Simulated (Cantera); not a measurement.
Cantera run:

```python
import numpy as np
import cantera as ct

gas_names = """
    F F2 H HF H2 H2F2 H3F3 H4F4 H5F5 H6F6 H7F7 Pb PbF PbF2 PbF4 Pb2
""".split()
cond_names = """
    Pb(cr) Pb(L) PbF2(a) PbF2(b) PbF2(L)
""".split()


def load(file, names, dense=False):
    # The tables refer to 1 bar. Condensed volumes are neglected.
    table = {s.name: s for s in ct.Species.list_from_file(file)}
    out = []
    for n in names:
        d = dict(table[n].input_data)
        d["thermo"] = dict(d["thermo"], **{"reference-pressure": 1e5})
        if dense:
            d["equation-of-state"] = {"model": "constant-volume", "density": "1e6 g/cm^3"}
        out.append(ct.Species.from_dict(d))
    return out


gas = ct.Solution(thermo="ideal-gas", species=load("nasa_gas.yaml", gas_names))
cond = {s.name: ct.Solution(thermo="fixed-stoichiometry", species=[s], name=s.name)
        for s in load("nasa_condensed.yaml", cond_names, dense=True)}
atoms = {
    'PbF2': {'Pb': 1, 'F': 2},
    'HF': {'H': 1, 'F': 1},
    'H2': {'H': 2},
}
top_T = {}  # K; cautious upper limits of use, not melting points


def equilibrate(T, P, feed):
    n = {}
    for name, mol in feed.items():
        for a, k in atoms[name].items():
            n[a] = n.get(a, 0.0) + k * mol
    gas.TPX = T, P, n
    mass = sum(n.values()) * gas.mean_molecular_weight
    gas.equilibrate("TP")
    valid = [c for c in cond.values() if c.min_temp <= T <= top_T.get(c.name, c.max_temp)]
    mix = ct.Mixture([(gas, mass / gas.mean_molecular_weight)] + [(c, 0.0) for c in valid])
    mix.T, mix.P = T, P
    mix.equilibrate("TP", solver="vcs", rtol=1e-11, max_steps=5000)
    return mix


results = []
feed = {'PbF2': 1, 'HF': 0.023, 'H2': 65}  # mol
P = 7.4  # Pa
for T in [848, 948, 1048, 1148, 1248, 1348, 1448, 1548, 1648, 1748, 1848, 1948, 2048]:
    mix = equilibrate(T, P, feed)
    results.append((T, P, feed, dict(zip(mix.species_names, mix.species_moles))))

top = {s: max(r[3][s] / sum(r[3][g] for g in gas_names) for r in results) for s in gas_names}
cols = sorted((s for s in top if top[s] > 0.001), key=lambda s: -top[s])[:5]
seen = [c for c in cond_names if any(r[3].get(c, 0) > 1e-12 for r in results)]
print("log10 of partial pressures in bar; condensed amounts in mol")
print(f"{'T/K':>10s}" + "".join(f"{s[:9]:>10s}" for s in cols + seen))
for T, P, feed, n in results:
    ng = sum(n[g] for g in gas_names)
    print(f"{T:10.4g}" + "".join(f"{np.log10(max(n[s] / ng * P / 1e5, 1e-99)):10.3f}" for s in cols)
          + "".join(f"{n.get(c, 0):10.4g}" for c in seen))
```

Result:

```
log10 of partial pressures in bar; condensed amounts in mol
       T/K        H2         H        HF        Pb     Pb(L)
       848    -4.146   -12.794    -5.646    -6.524     0.732
       948    -4.151   -11.356    -5.651    -5.957         0
      1048    -4.151   -10.187    -5.651    -5.957         0
      1148    -4.151    -9.220    -5.651    -5.957         0
      1248    -4.151    -8.406    -5.651    -5.957         0
      1348    -4.151    -7.711    -5.651    -5.957         0
      1448    -4.151    -7.111    -5.651    -5.957         0
      1548    -4.152    -6.588    -5.652    -5.958         0
      1648    -4.155    -6.128    -5.653    -5.959         0
      1748    -4.162    -5.722    -5.657    -5.963         0
      1848    -4.178    -5.364    -5.664    -5.970         0
      1948    -4.208    -5.051    -5.678    -5.984         0
      2048    -4.264    -4.782    -5.703    -6.008         0
```

Equilibrium computed with Cantera from the NASA thermochemical tables; the gas is ideal and each condensed phase is pure.
